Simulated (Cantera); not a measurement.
Feed: 1 mol FeCl3, 9.8 mol O2, 0.84 mol N2, held at 1150 K and 0.133 bar.

Equilibrium computed with Cantera from the NASA thermochemical tables; the gas is ideal and each condensed phase is pure. Candidate condensed phases: Fe, FeCl2, FeCl3, FeO, Fe2O3, Fe3O4; 19 gas species. Kinetics and transport are ignored.

Base state: O2 0.795, Cl2 0.125, N2 0.0735, FeCl3 0.00294, Cl 0.00266, FeCl2 0.000459, NO 7.80e-5, ClO 3.76e-5 (mole fractions); condensed: Fe2O3(s).

Question: What changes in the equilibrium state with this change: temperature from 1150 K to 1523 K?

Answer: 
```tsv
species	before	after
O2	0.795	0.797
N2	0.0735	0.0686
FeCl2	0.000459	0.0618
Cl2	0.125	0.0286
Cl	0.00266	0.0315
FeCl3	0.00294	0.0113
O	2.03e-8	1.35e-5
Fe2Cl4	3.42e-8	1.69e-5
Fe2O3(s), mol	0.481	0.0549
```
